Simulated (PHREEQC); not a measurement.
A solution holds 0.93 mol/kgw MgSO4, at 20 °C. Closed to the air; pH follows from the charge balance.

Model: Pitzer model, pitzer.dat, run in PHREEQC.

Question: The ionic strength comes out as 3.72 mol/kgw. What activity coefficients do SO4-2, MgOH+, Mg+2 get?

Answer: SO4-2 0.024, MgOH+ 0.46, Mg+2 0.14. Single-ion values are on the MacInnes scale.

No solid was allowed to form. Complexes and solids missing from the database can't appear.
